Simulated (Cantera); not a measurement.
## Adiabatic ignition

An adiabatic, constant-volume homogeneous reactor starts with 12.7 % CH4, 0.393 % CO, 18.3 % O2, 68.6 % N2, equivalence ratio 1.4, at 1398 K and 1000000 Pa.

Computed with Cantera and GRI-Mech 3.0 (53 species, 325 reactions). Above 3000 K some thermodynamic fits are extrapolated.

```tsv
t (s)	T (K)	P (bar)	x CH4	x CO	x O2	x CH2O	x NO
2.00e-6	1398	10.00	0.127	0.00393	0.183	2.32e-8	<1e-12
7.52e-6	1398	10.00	0.127	0.00393	0.183	4.19e-7	<1e-12
2.83e-5	1398	10.0	0.127	0.00393	0.183	1.05e-5	<1e-12
0.000106	1399	10.0	0.127	0.00394	0.183	0.000150	<1e-12
0.000399	1424	10.2	0.122	0.00475	0.180	0.00137	1.39e-12
0.00150	3071	23.9	2.45e-11	0.0860	0.00123	4.65e-8	0.00357
0.00565	3071	23.9	2.45e-11	0.0860	0.00123	4.65e-8	0.00357
0.0212	3071	23.9	2.45e-11	0.0860	0.00123	4.65e-8	0.00357
0.0798	3071	23.9	2.45e-11	0.0860	0.00123	4.65e-8	0.00357
0.300	3071	23.9	2.45e-11	0.0860	0.00123	4.65e-8	0.00357
```
x: mole fraction; the columns are a selection and need not sum to one.

| Property | Result |
|---|---|
| time of steepest temperature rise | 0.575 ms |
| temperature at 0.300 s | 3071 K |
| equilibrium temperature | 3071 K |
| x(CH4) at 0.300 s | 2.45e-11 (gas-phase equilibrium 2.83e-11) |
| x(CO) at 0.300 s | 0.0860 (gas-phase equilibrium 0.0860) |
| x(O2) at 0.300 s | 0.00123 (gas-phase equilibrium 0.00123) |
